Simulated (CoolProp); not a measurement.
A single-stage vapour-compression cycle with cyclohexane: evaporating at 329.15 K (dew point), condensing at 361.15 K (bubble point), superheat 8 K, subcooling 5 K, compressor efficiency 0.7, no pressure losses. Each further row changes one setting.

Computed with CoolProp (reference Helmholtz-energy equation of state, Zhou 2014).

```
case                              cooling COP  pressure ratio  discharge temperature (K)  refrigerating effect (kJ/kg)  volumetric capacity (kJ/m³)
--------------------------------  -----------  --------------  -------------------------  ----------------------------  ---------------------------
as stated                                6.72            2.78                      370.4                           328                          454
evaporating temperature 334.15 K         8.22            2.33                      369.8                           336                          546
condensing temperature 356.15 K          8.11            2.40                      365.7                           339                          468
subcooling 10 K                          6.93            2.78                      370.4                           339                          468
superheat 18 K                           6.81            2.78                      380.2                           344                          460
compressor efficiency 0.6                5.76            2.78                      375.3                           328                          454
```
